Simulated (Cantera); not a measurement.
Equilibrium for sublimation and decomposition of ceramics: SiC + H₂

Input: 1 mol SiC, a varied amount of H₂, at 2427 °C and 1.60 mbar.

These are equilibrium values from Cantera (NASA tables, ideal gas, pure condensed phases), not measurements of a reactor. Candidate condensed phases: C, C₆H₆, C₇H₈, C₈H₁₈, Si, SiC; 87 gas species. The numbers say what is thermodynamically allowed, not how fast it happens.

From 0.038 mol H₂ to 0.49 mol H₂ the condensed part is C(graphite). The main Si-bearing gas is Si throughout.

| n(H₂) (mol) | x Si | x H | x SiC₂ | x H₂ | x Si₂C | x C₃ | n C(graphite) |
|---|---|---|---|---|---|---|---|
| 0.038 | 0.625 | 0.0669 | 0.275 | 0.00222 | 0.0205 | 0.00550 | 0.374 |
| 0.047 | 0.616 | 0.0804 | 0.271 | 0.00320 | 0.0199 | 0.00550 | 0.374 |
| 0.058 | 0.604 | 0.0959 | 0.266 | 0.00456 | 0.0191 | 0.00550 | 0.373 |
| 0.071 | 0.592 | 0.113 | 0.261 | 0.00633 | 0.0183 | 0.00550 | 0.372 |
| 0.088 | 0.576 | 0.134 | 0.254 | 0.00887 | 0.0174 | 0.00550 | 0.371 |
| 0.11 | 0.557 | 0.158 | 0.246 | 0.0124 | 0.0163 | 0.00550 | 0.370 |
| 0.14 | 0.534 | 0.188 | 0.235 | 0.0175 | 0.0149 | 0.00550 | 0.368 |
| 0.17 | 0.513 | 0.214 | 0.226 | 0.0227 | 0.0138 | 0.00550 | 0.366 |
| 0.21 | 0.488 | 0.245 | 0.215 | 0.0297 | 0.0125 | 0.00550 | 0.364 |
| 0.26 | 0.460 | 0.278 | 0.202 | 0.0382 | 0.0111 | 0.00550 | 0.361 |
| 0.32 | 0.431 | 0.311 | 0.190 | 0.0480 | 0.00971 | 0.00550 | 0.358 |
| 0.39 | 0.401 | 0.344 | 0.177 | 0.0586 | 0.00843 | 0.00550 | 0.354 |
| 0.49 | 0.366 | 0.382 | 0.161 | 0.0724 | 0.00701 | 0.00550 | 0.348 |
x: gas mole fraction; n: condensed amount in mol.
